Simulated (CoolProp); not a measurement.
Vapour-liquid equilibrium of ammonia (1) + benzene (2) at 296.4 K; x and y are mole fractions of (1).

Values from CoolProp's multi-fluid Helmholtz-energy mixture model, Gao 2020 and Thol 2012; pair parameters Bell 2016.

Task: Give the bubble pressure and the first vapour's composition at x = 0.2, 0.35, 0.95. Is there an azeotrope?

Result: x = 0.2: 4.634 bar, y = 0.975; x = 0.35: 6.421 bar, y = 0.983; x = 0.95: 9.039 bar, y = 0.996. No azeotrope shows between x = 0.05 and 0.95.

Pair parameters are fitted to limited data, so mixtures are less certain than the pure fluids. With so large a gap from Raoult's law the liquid may split in two, which this calculation doesn't test in full.
